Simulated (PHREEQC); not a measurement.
**Alkaline etch or developer**

Consider water at 25 °C with 0.53 mol/kgw NH3 and 0.0015 mol/kgw K2SiO3. Closed to the air; pH follows from the charge balance.

Computed with PHREEQC (ion-association model, wateq4f.dat).

No solid was allowed to form.

Problem. Predict the pH, ionic strength, activity of water.

Solution. pH 11.58; ionic strength 0.00568 mol/kgw; activity of water 0.991.

Problem. In which forms is Si present?

Solution. H3SiO4- 95 %, H2SiO4-2 3.1 %, H4SiO4 1.6 % of the Si.

Species that the database lacks are ignored.
